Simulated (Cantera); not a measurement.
An isothermal, constant-pressure homogeneous reactor starts with 10.7 % H₂, 89.3 % O₂, at 1348 K and 2.10 Torr.

Cantera simulation using GRI-Mech 3.0 (53 species, 325 reactions); the numbers are that mechanism's predictions, not measurements. Radical loss at walls, strong at low pressure, is not modelled. The temperature is held fixed by assumption; the heat of reaction is taken as removed at once.

One state of this run: x H₂ = 0.000325; x O₂ = 0.880; x H = 0.000581; x H₂O₂ = 1.73e-8; x OH = 0.00319. x: mole fraction; the columns are a selection and need not sum to one.

Which value of t (s) does it belong to?
(A) 1.00e-5
(B) 0.000631
(C) 2.52
(D) 7.10

C, 2.52
